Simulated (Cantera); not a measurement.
A Cantera script and what it prints.

```python
import numpy as np
import cantera as ct

gas_names = """
    CCL4
""".split()
cond_names = """
    TiCL4(L) C(gr) TiCL3(s)
""".split()


# ... load() reads the species with a 1 bar reference pressure and builds the phases ...
species = {s.name: s for s in load("nasa_gas.yaml", gas_names) + load("nasa_condensed.yaml", cond_names)}
# Each term lists the table entries of one substance; the one whose range holds T is used.
reactions = {
    '4 TiCl4 + C = 4 TiCl3 + CCl4(g)':
        [(-4, ['TiCL4(L)']), (-1, ['C(gr)']), (4, ['TiCL3(s)']), (1, ['CCL4'])],
}


def pick(names, T):
    return next(species[n] for n in names if species[n].thermo.min_temp <= T <= species[n].thermo.max_temp)


results = []
for label, terms in reactions.items():
    print(label)
    print("     T/K   dH/kJ  dS/(J/K)   dG/kJ   log10 K")
    for T in [450, 460, 470, 480, 490, 500, 510, 520, 530, 540]:
        used = [(nu, pick(names, T)) for nu, names in terms]
        dH = sum(nu * s.thermo.h(T) for nu, s in used) / 1e6
        dS = sum(nu * s.thermo.s(T) for nu, s in used) / 1e3
        dG = dH - T * dS / 1e3
        logK = -dG * 1e6 / (ct.gas_constant * T * np.log(10))
        results.append((label, T, dH, dS, dG, logK, [s.name for _, s in used]))
        print(f"{T:8g} {dH:8.1f} {dS:8.1f} {dG:8.1f} {logK:8.2f}")
```

Result:

```
4 TiCl4 + C = 4 TiCl3 + CCl4(g)
     T/K   dH/kJ  dS/(J/K)   dG/kJ   log10 K
     450    217.0   -192.3    303.5   -35.23
     460    215.9   -194.6    305.5   -34.69
     470    214.9   -196.9    307.4   -34.16
     480    213.8   -199.1    309.4   -33.67
     490    212.8   -201.2    311.4   -33.19
     500    211.8   -203.3    313.4   -32.74
     510    210.7   -205.4    315.5   -32.31
     520    209.7   -207.4    317.5   -31.90
     530    208.6   -209.4    319.6   -31.50
     540    207.6   -211.3    321.7   -31.12
```

Source: NASA polynomial tables (part measured, part estimated), evaluated in Cantera. Condensed species are held in their standard states even where they would react or evaporate.
